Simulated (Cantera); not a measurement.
What does this Cantera script print?

```python
import numpy as np
import cantera as ct

gas_names = """
    B BH BH2 BH3 BN BO BO2 B2 B2O B2O2 B2O3 B3O3H3 H HBO HBO2 HNO HNO2 HNO3 HO2 H2 H2O H2O2 H3B3O6 N NH
    NH2 NH3 NH2OH NO NO2 NO3 N2 N2H2 N2H4 N2O O OH O2 O3
""".split()
cond_names = """
    B(b) B(L) BN(s) B2O3(L) B3O3H3(cr) H2O(s) H2O(L)
""".split()


def load(file, names, dense=False):
    # The tables refer to 1 bar. Condensed volumes are neglected.
    table = {s.name: s for s in ct.Species.list_from_file(file)}
    out = []
    for n in names:
        d = dict(table[n].input_data)
        d["thermo"] = dict(d["thermo"], **{"reference-pressure": 1e5})
        if dense:
            d["equation-of-state"] = {"model": "constant-volume", "density": "1e6 g/cm^3"}
        out.append(ct.Species.from_dict(d))
    return out


gas = ct.Solution(thermo="ideal-gas", species=load("nasa_gas.yaml", gas_names))
cond = {s.name: ct.Solution(thermo="fixed-stoichiometry", species=[s], name=s.name)
        for s in load("nasa_condensed.yaml", cond_names, dense=True)}
atoms = {
    'borazine': {'B': 3, 'N': 3, 'H': 6},
    'O2': {'O': 2},
    'H2': {'H': 2},
    'H2O': {'H': 2, 'O': 1},
}
top_T = {'BN(s)': 3200}  # K; cautious upper limits of use, not melting points


def equilibrate(T, P, feed):
    n = {}
    for name, mol in feed.items():
        for a, k in atoms[name].items():
            n[a] = n.get(a, 0.0) + k * mol
    gas.TPX = T, P, n
    mass = sum(n.values()) * gas.mean_molecular_weight
    gas.equilibrate("TP")
    valid = [c for c in cond.values() if c.min_temp <= T <= top_T.get(c.name, c.max_temp)]
    mix = ct.Mixture([(gas, mass / gas.mean_molecular_weight)] + [(c, 0.0) for c in valid])
    mix.T, mix.P = T, P
    mix.equilibrate("TP", solver="vcs", rtol=1e-11, max_steps=5000)
    return mix


results = []
feed = {'borazine': 1, 'O2': 4, 'H2': 29, 'H2O': 0.18}  # mol
P = 230  # Pa
for T in [1023, 1123, 1223, 1323, 1423, 1523, 1623, 1723, 1823]:
    mix = equilibrate(T, P, feed)
    results.append((T, P, feed, dict(zip(mix.species_names, mix.species_moles))))

top = {s: max(r[3][s] / sum(r[3][g] for g in gas_names) for r in results) for s in gas_names}
cols = sorted((s for s in top if top[s] > 0.001), key=lambda s: -top[s])[:7]
seen = [c for c in cond_names if any(r[3].get(c, 0) > 1e-12 for r in results)]
print("log10 of partial pressures in bar; condensed amounts in mol")
print(f"{'T/K':>10s}" + "".join(f"{s[:9]:>10s}" for s in cols + seen))
for T, P, feed, n in results:
    ng = sum(n[g] for g in gas_names)
    print(f"{T:10.4g}" + "".join(f"{np.log10(max(n[s] / ng * P / 1e5, 1e-99)):10.3f}" for s in cols)
          + "".join(f"{n.get(c, 0):10.4g}" for c in seen))
```

Result:

```
log10 of partial pressures in bar; condensed amounts in mol
       T/K        H2       H2O      HBO2        N2         H      B2O3       HBO   B2O3(L)
      1023    -2.711    -3.601    -6.177    -3.990    -9.738   -11.008   -10.446     1.493
      1123    -2.711    -3.604    -5.393    -3.990    -8.726    -9.209    -9.126     1.469
      1223    -2.712    -3.617    -4.749    -3.991    -7.878    -7.716    -8.026     1.368
      1323    -2.717    -3.661    -4.224    -3.995    -7.158    -6.459    -7.085     1.051
      1423    -2.726    -3.778    -3.818    -4.005    -6.541    -5.387    -6.248    0.2785
      1523    -2.730    -3.818    -3.749    -4.009    -6.001    -5.086    -5.863         0
      1623    -2.731    -3.811    -3.760    -4.009    -5.526    -5.006    -5.637         0
      1723    -2.732    -3.802    -3.772    -4.009    -5.105    -4.943    -5.443         0
      1823    -2.735    -3.794    -3.787    -4.010    -4.731    -4.894    -5.277         0
```

These are equilibrium values from Cantera (NASA tables, ideal gas, pure condensed phases), not measurements of a reactor. The feed counts by its element totals alone. Gases not in the tables: H3BO3.
